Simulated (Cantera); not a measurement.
Feed: 1 mol CCl4, 1.7 mol F2, equilibrated at 0.0100 bar.

Equilibrium computed with Cantera from the NASA thermochemical tables; the gas is ideal and each condensed phase is pure. Candidate condensed phases: C; 27 gas species. Gases not in the tables: C2F6 and larger saturated fluorocarbons. Equilibrium is a limit: real reactors are often held back by kinetics, nucleation or transport. All values below are at 1100 K.

Base state: Cl2 0.685, CF4 0.284, CClF3 0.0170, Cl 0.0125, CCl2F2 0.00116, CCl3F 7.21e-5, CCl4 1.21e-5 (mole fractions); condensed: C(graphite).

Task: What changes in the equilibrium state with this change: pressure from 0.0100 bar to 0.000230 bar?

Result: 
| species | before | after |
|---|---|---|
| Cl2 | 0.685 | 0.632 |
| CF4 | 0.284 | 0.282 |
| Cl | 0.0125 | 0.0794 |
| CClF3 | 0.0170 | 0.00632 |
| CCl4 | 1.21e-5 | 2.38e-7 |
| CCl3F | 7.21e-5 | 3.77e-6 |
| CCl2F2 | 0.00116 | 0.000161 |
| C(graphite), mol | 0.136 | 0.145 |
